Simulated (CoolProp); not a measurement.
Vapour-liquid equilibrium of benzene (1) + m-xylene (2) at 0.691 MPa; x and y are mole fractions of (1).

Values from CoolProp's multi-fluid Helmholtz-energy mixture model, Thol 2012 and Zhou 2012; pair parameters Bell 2016.

```json
[
 {"x": "0.05", "bubble temperature (K)": "496.2", "y at the bubble point": "0.121", "dew temperature at overall composition x (K)": "499.4", "liquid density (mol/L)": "6.304"},
 {"x": "0.125", "bubble temperature (K)": "488.6", "y at the bubble point": "0.277", "dew temperature at overall composition x (K)": "496.0", "liquid density (mol/L)": "6.510"},
 {"x": "0.2", "bubble temperature (K)": "481.5", "y at the bubble point": "0.407", "dew temperature at overall composition x (K)": "492.4", "liquid density (mol/L)": "6.716"},
 {"x": "0.275", "bubble temperature (K)": "475.1", "y at the bubble point": "0.517", "dew temperature at overall composition x (K)": "488.7", "liquid density (mol/L)": "6.924"},
 {"x": "0.35", "bubble temperature (K)": "469.1", "y at the bubble point": "0.608", "dew temperature at overall composition x (K)": "484.7", "liquid density (mol/L)": "7.135"},
 {"x": "0.425", "bubble temperature (K)": "463.5", "y at the bubble point": "0.685", "dew temperature at overall composition x (K)": "480.5", "liquid density (mol/L)": "7.349"},
 {"x": "0.5", "bubble temperature (K)": "458.4", "y at the bubble point": "0.750", "dew temperature at overall composition x (K)": "476.1", "liquid density (mol/L)": "7.567"},
 {"x": "0.575", "bubble temperature (K)": "453.6", "y at the bubble point": "0.806", "dew temperature at overall composition x (K)": "471.3", "liquid density (mol/L)": "7.791"},
 {"x": "0.65", "bubble temperature (K)": "449.1", "y at the bubble point": "0.853", "dew temperature at overall composition x (K)": "466.1", "liquid density (mol/L)": "8.021"},
 {"x": "0.725", "bubble temperature (K)": "445.0", "y at the bubble point": "0.894", "dew temperature at overall composition x (K)": "460.4", "liquid density (mol/L)": "8.257"},
 {"x": "0.8", "bubble temperature (K)": "441.0", "y at the bubble point": "0.928", "dew temperature at overall composition x (K)": "454.1", "liquid density (mol/L)": "8.501"},
 {"x": "0.875", "bubble temperature (K)": "437.4", "y at the bubble point": "0.959", "dew temperature at overall composition x (K)": "446.9", "liquid density (mol/L)": "8.753"},
 {"x": "0.95", "bubble temperature (K)": "433.9", "y at the bubble point": "0.985", "dew temperature at overall composition x (K)": "438.4", "liquid density (mol/L)": "9.013"}
]
```

No azeotrope shows between x = 0.05 and 0.95.

The pair parameters rest on a limited set of measurements; away from them the model extrapolates.
